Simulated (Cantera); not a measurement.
Charge: 1 mol Si, 2 mol Cl₂, 0.45 mol H₂, held at 277 °C and 4.30 bar.

Cantera equilibrium calculation (NASA polynomials, part measured and part estimated; ideal gas, pure solids and liquids). Candidate condensed phases: Si; 19 gas species. Equilibrium is a limit: real reactors are often held back by kinetics, nucleation or transport.

Base state: SiCl₄ 0.688, H₂ 0.309, HCl 0.00127, SiHCl₃ 0.00127 (mole fractions); condensed: gas only.

Problem. What changes in the equilibrium state with this change: Cl₂ from 2 to 0.71 mol?

Solution. 
```json
[
 {"species": "H₂", "before": "0.309", "after": "0.493"},
 {"species": "SiCl₄", "before": "0.688", "after": "0.327"},
 {"species": "SiHCl₃", "before": "0.00127", "after": "0.176"},
 {"species": "SiH₂Cl₂", "before": "9.87e-8", "after": "0.00400"},
 {"species": "SiH₃Cl", "before": "<1e-9", "after": "1.67e-5"},
 {"species": "HCl", "before": "0.00127", "after": "6.93e-6"},
 {"species": "Si(s), mol", "before": "0", "after": "0.610"}
]
```
